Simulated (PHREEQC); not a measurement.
Dissolve 15 mmol/kgw NH3, 67 mmol/kgw NaAlO2 and 3.1 mmol/kgw NaOH at 53 °C. Closed to the air; pH follows from the charge balance.

Computed with PHREEQC (ion-association model, phreeqc.dat).

No solid was allowed to form.

Task: Estimate the pH, ionic strength.

Result: pH 10.59; ionic strength 0.0703 mol/kgw.

Saturation is exceeded, for instance for Gibbsite (slow to form); the values hold only as long as no solid forms. Constants without temperature data keep their 25 °C values here.
